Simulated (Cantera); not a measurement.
Input: 1 mol Cu, 1.8 mol F2, 32 mol N2, 19 mol HF, at 0.0240 bar.

Method: chemical equilibrium by Gibbs-energy minimisation in Cantera with the NASA 1993 tables (ideal gas, pure condensed phases). Candidate condensed phases: Cu, CuF2; 25 gas species. Equilibrium is a limit: real reactors are often held back by kinetics, nucleation or transport.

x: gas mole fraction; n: condensed amount in mol.

| T (K) | x N2 | x HF | x F | x CuF2 | x F2 | x CuF | x NF3 | n CuF2(s) |
|---|---|---|---|---|---|---|---|---|
| 950 | 0.611 | 0.363 | 0.0230 | 0.000100 | 0.00375 | <1e-12 | 3.98e-6 | 0.995 |
| 1000 | 0.609 | 0.362 | 0.0269 | 0.000500 | 0.00180 | 5.84e-12 | 5.82e-7 | 0.974 |
| 1050 | 0.608 | 0.361 | 0.0288 | 0.00212 | 0.000802 | 1.59e-10 | 8.29e-8 | 0.888 |
| 1100 | 0.604 | 0.359 | 0.0295 | 0.00779 | 0.000356 | 3.29e-9 | 1.25e-8 | 0.587 |
| 1150 | 0.597 | 0.355 | 0.0295 | 0.0187 | 0.000163 | 3.89e-8 | 2.09e-9 | 0 |
| 1200 | 0.597 | 0.355 | 0.0297 | 0.0187 | 8.00e-5 | 1.68e-7 | 4.13e-10 | 0 |
| 1250 | 0.597 | 0.354 | 0.0298 | 0.0187 | 4.13e-5 | 6.46e-7 | 9.22e-11 | 0 |
| 1300 | 0.597 | 0.354 | 0.0298 | 0.0187 | 2.24e-5 | 2.24e-6 | 2.30e-11 | 0 |
| 1350 | 0.597 | 0.354 | 0.0298 | 0.0186 | ? | ? | ? | 0 |
| 1400 | 0.597 | 0.354 | 0.0299 | 0.0186 | ? | ? | ? | 0 |
| 1450 | 0.597 | 0.354 | 0.0299 | 0.0186 | 4.58e-6 | 5.62e-5 | <1e-12 | 0 |
| 1500 | 0.597 | 0.354 | 0.0300 | 0.0185 | 2.90e-6 | 0.000142 | <1e-12 | 0 |

### Question
What belongs in the gaps?

### Answer

- 1350, x F2: 1.27e-5
- 1350, x CuF: 7.11e-6
- 1350, x NF3: 6.37e-12
- 1400, x F2: 7.48e-6
- 1400, x CuF: 2.08e-5
- 1400, x NF3: 1.93e-12
